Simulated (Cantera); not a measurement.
An isothermal, constant-pressure homogeneous reactor starts with 6.63 % H2, 93.4 % O2, equivalence ratio 0.035, at 1000 K and 0.0133 bar.

Cantera simulation using the H2/O2 subset of GRI-Mech 3.0, which has no nitrogen chemistry; the numbers are that mechanism's predictions, not measurements. Radical loss at walls, strong at low pressure, is not modelled. The temperature is held fixed by assumption; the heat of reaction is taken as removed at once.

x: mole fraction; the columns are a selection and need not sum to one.

| t (s) | x H2 | x O2 | x HO2 | x O | x H2O | x H2O2 | x H |
|---|---|---|---|---|---|---|---|
| 1.00e-6 | 0.0663 | 0.934 | <1e-12 | <1e-12 | <1e-12 | <1e-12 | <1e-12 |
| 8.60e-6 | 0.0663 | 0.934 | 5.17e-12 | <1e-12 | <1e-12 | <1e-12 | 5.01e-12 |
| 7.40e-5 | 0.0663 | 0.934 | 4.46e-11 | 9.96e-12 | 3.03e-12 | <1e-12 | 3.74e-11 |
| 0.000637 | 0.0663 | 0.934 | 3.97e-10 | 7.28e-10 | 9.97e-10 | <1e-12 | 6.37e-10 |
| 0.00548 | 0.0462 | 0.922 | 6.41e-6 | 0.00700 | 0.0151 | 2.36e-7 | 0.00748 |
| 0.0471 | 0.000187 | 0.928 | 4.76e-6 | 0.00273 | 0.0677 | 1.26e-7 | 0.000439 |
| 0.405 | 2.38e-6 | 0.931 | 3.91e-7 | 3.98e-5 | 0.0685 | 4.65e-8 | 7.40e-7 |
| 3.49 | 6.37e-8 | 0.931 | 2.02e-8 | 1.36e-6 | 0.0686 | 7.57e-9 | 4.69e-9 |
| 30.0 | … | 0.931 | … | … | 0.0686 | … | 9.30e-11 |

Complete the blanks.


- 30.0, x H2: 4.19e-9
- 30.0, x HO2: 1.73e-9
- 30.0, x O: 9.96e-8
- 30.0, x H2O2: 1.07e-9
